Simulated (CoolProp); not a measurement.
Model: reference Helmholtz-energy equation of state, Gao 2022, in CoolProp.

Task: Give the vapour pressure (kPa), vapour density (kg/m³), enthalpy of vaporisation (kJ/kg) of saturated n-perfluorohexane at 376.1 K.

Result: 
| T (K) | p (kPa) | vapour density (kg/m³) | enthalpy of vaporisation (kJ/kg) |
|---|---|---|---|
| 376.1 | 382 | 49.6 | 69.6 |
